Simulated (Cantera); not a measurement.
Input (Python, Cantera):

```python
import numpy as np
import cantera as ct

gas = ct.Solution("gri30.yaml")
gas.TPX = 1650, 1600000, {'CH4': 1, 'O2': 0.94, 'N2': 9.17}
reactor = ct.IdealGasReactor(gas, energy="on", clone=False)
net = ct.ReactorNet([reactor])
net.rtol, net.atol = 1e-08, 1e-16
show = ['CH4', 'O2', 'NO', 'N2O', 'H2']
times = np.geomspace(4e-06, 0.1, 14)

steps = ct.SolutionArray(gas, extra=["t"])
rows = []
print(f"{'t/s':>10s}{'T/K':>9s}{'P/Pa':>11s}" + "".join(f"{s:>11s}" for s in show))
for t in times:
    while net.time < t:
        t_next = net.step()
        steps.append(gas.state, t=t_next)
    rows.append([np.interp(t, steps.t, y) for y in (steps.T, steps.P, *steps(*show).X.T)])
    print(f"{t:10.3e}{rows[-1][0]:9.1f}{rows[-1][1]:11.4g}" + "".join(f"{x:11.3e}" for x in rows[-1][2:]))
rate = np.gradient(steps.T, steps.t)
print("integrator steps:", len(steps.t))
if steps.T.max() > steps.T[0] + 200:
    print(f"time of steepest temperature rise: {steps.t[rate.argmax()]:.4e} s")
gas.TPX = 1650, 1600000, {'CH4': 1, 'O2': 0.94, 'N2': 9.17}
gas.equilibrate("UV")
print(f"equilibrium (UV): T = {gas.T:.1f} K  " + "  ".join(f"{s} {gas[s].X[0]:.3e}" for s in show))
```

It prints:

```
       t/s      T/K       P/Pa        CH4         O2         NO        N2O         H2
 4.000e-06   1649.8    1.6e+06  8.993e-02  8.458e-02  3.176e-13  4.432e-10  1.595e-05
 8.717e-06   1649.9    1.6e+06  8.976e-02  8.452e-02  1.371e-12  1.349e-09  5.212e-05
 1.900e-05   1651.5  1.602e+06  8.916e-02  8.425e-02  5.805e-12  4.017e-09  1.985e-04
 4.140e-05   1660.1   1.61e+06  8.690e-02  8.310e-02  2.838e-11  1.502e-08  9.080e-04
 9.021e-05   1770.1  1.733e+06  6.570e-02  6.898e-02  1.933e-09  1.205e-07  1.186e-02
 1.966e-04   2402.0  2.536e+06  8.488e-04  2.660e-07  4.992e-05  1.562e-08  9.116e-02
 4.284e-04   2396.6  2.546e+06  6.967e-05  2.031e-07  1.011e-04  3.382e-08  9.916e-02
 9.336e-04   2396.3  2.547e+06  3.673e-08  2.035e-07  8.674e-05  2.325e-08  9.963e-02
 2.035e-03   2396.7  2.547e+06  3.981e-09  2.046e-07  4.554e-05  9.404e-09  9.963e-02
 4.434e-03   2396.9  2.547e+06  3.760e-09  2.052e-07  2.543e-05  5.822e-09  9.963e-02
 9.663e-03   2397.0  2.548e+06  3.718e-09  2.054e-07  1.916e-05  5.121e-09  9.962e-02
 2.106e-02   2397.0  2.548e+06  3.714e-09  2.054e-07  1.848e-05  5.056e-09  9.962e-02
 4.589e-02   2397.0  2.548e+06  3.714e-09  2.054e-07  1.847e-05  5.056e-09  9.962e-02
 1.000e-01   2397.0  2.548e+06  3.714e-09  2.054e-07  1.847e-05  5.056e-09  9.962e-02
integrator steps: 1993
time of steepest temperature rise: 1.0385e-04 s
equilibrium (UV): T = 2397.0 K  CH4 4.144e-09  O2 2.054e-07  NO 1.847e-05  N2O 5.056e-09  H2 9.962e-02
```

Computed with Cantera and GRI-Mech 3.0 (53 species, 325 reactions). The pressure lies above the range GRI-Mech 3.0 was tuned for (to about 10 atm).
